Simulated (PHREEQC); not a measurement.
Model water analysis in mg/kgw, 60 °C, pH 6.18, pe 11.3:

```csv
constituent,mg/kgw
Na,0.0135
K,0.0241
Ca,0.018
Mg,0.000239
Cl,0.0111
S(6) as SO4,0.0358
Alkalinity as HCO3,0.068
Li,2.63e-06
Cu(2),0.00117
Ni,5.85e-05
```

Valence states are taken as typed.

Model: ion-association model, wateq4f.dat, run in PHREEQC.

Precipitation was switched off in this run.

### Question
What ionic strength, charge-balance error does the model give?

### Answer
ionic strength 3.68e-6 mol/kgw; charge-balance error -0.2 %.

### Question
In which forms is C present?

### Answer
CO2 56 %, HCO3- 44 % of the C.

Constants without temperature data keep their 25 °C values here.
